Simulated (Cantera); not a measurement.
Charge: 1 mol SiO₂, a varied amount of F₂, 31 mol H₂, at 1025 K and 10.0 mbar.

These are equilibrium values from Cantera (NASA tables, ideal gas, pure condensed phases), not measurements of a reactor. Candidate condensed phases: H₂O, Si, SiO₂; 38 gas species. The numbers say what is thermodynamically allowed, not how fast it happens.

x: gas mole fraction; n: condensed amount in mol.

```tsv
n(F₂) (mol)	x H₂	x HF	x H₂O	x SiF₄	x SiHF₃	x H₂F₂	x H	n SiO₂(β-quartz)
1.7	0.902	0.0778	0.0135	0.00673	2.51e-7	2.19e-9	4.14e-8	0.782
2.3	0.870	0.101	0.0191	0.00956	2.65e-7	3.71e-9	4.06e-8	0.685
3.3	0.819	[?]	[?]	[?]	2.76e-7	[?]	3.94e-8	[?]
4.6	[?]	[?]	[?]	[?]	2.79e-7	[?]	3.79e-8	[?]
6.4	0.676	0.242	0.0549	0.0275	2.47e-7	2.11e-8	3.58e-8	0
9	0.564	0.359	0.0513	0.0256	1.30e-7	4.66e-8	3.27e-8	0
13	0.419	0.512	0.0465	0.0233	6.13e-8	9.47e-8	2.82e-8	0
```

Task: What belongs in the gaps?

Result: 
- 3.3, x HF: 0.138
- 3.3, x H₂O: 0.0288
- 3.3, x SiF₄: 0.0144
- 3.3, x H₂F₂: 6.85e-9
- 3.3, n SiO₂(β-quartz): 0.513
- 4.6, x H₂: 0.757
- 4.6, x HF: 0.181
- 4.6, x H₂O: 0.0415
- 4.6, x SiF₄: 0.0207
- 4.6, x H₂F₂: 1.18e-8
- 4.6, n SiO₂(β-quartz): 0.277
